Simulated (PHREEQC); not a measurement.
Solution (25 °C): 0.008 mol/kgw HF, 0.00033 mol/kgw NH4F and 4.1e-05 mol/kgw H4SiO4. It is in equilibrium with CO2 at log p = -3.4 (atm). Otherwise closed; pH follows from the charge balance.

All values are PHREEQC results (ion-association model, wateq4f.dat), not measurements.

This is a speciation only: nothing precipitates in the calculation.

**Question.** Order these F species by the share of F that they hold, largest first: H2F2, HF, SiF6-2, HF2-, F-.

**Answer.** HF (68 %), F- (26 %), SiF6-2 (3.0 %), H2F2 (2.0 %), HF2- (1.1 %)

The pH is 2.73 and the ionic strength 0.00232 mol/kgw. SiF6-2 is the database's only silicon fluoride.
